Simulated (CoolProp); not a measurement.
Properties of oxygen at several states.

Computed with CoolProp (reference Helmholtz-energy equation of state, Schmidt 1985). Above 300 K oxygen's equation is extrapolated.

```
T (K)  p (MPa)          phase  cp (kJ/(kg K))  cv (kJ/(kg K))  speed of sound (m/s)  expansivity (1/kK)  conductivity (mW/(m K))  fugacity coefficient
-----  -------  -------------  --------------  --------------  --------------------  ------------------  -----------------------  --------------------
825.1   0.0245            gas               …          0.7998                     …               1.212                        …                 1.000
807.8     8.16  supercritical           1.068          0.7982                 542.1               1.232                        …                 1.023
545          2            gas          0.9935          0.7274                     …               1.848                     44.5                 1.005
98.2    0.0155            gas               …          0.6498                 188.6               10.29                     8.79                0.9963
641.3     13.9  supercritical               …          0.7605                 499.0               1.574                     53.1                     …
```

Q: What belongs in the gaps?

A: 
- 825.1, cp (kJ/(kg K)): 1.060
- 825.1, speed of sound (m/s): 533.0
- 825.1, conductivity (mW/(m K)): 61.5
- 807.8, conductivity (mW/(m K)): 61.8
- 545, speed of sound (m/s): 441.8
- 98.2, cp (kJ/(kg K)): 0.9130
- 641.3, cp (kJ/(kg K)): 1.048
- 641.3, fugacity coefficient: 1.039

Thermal conductivity comes from a separate model (Lemmon 2004).
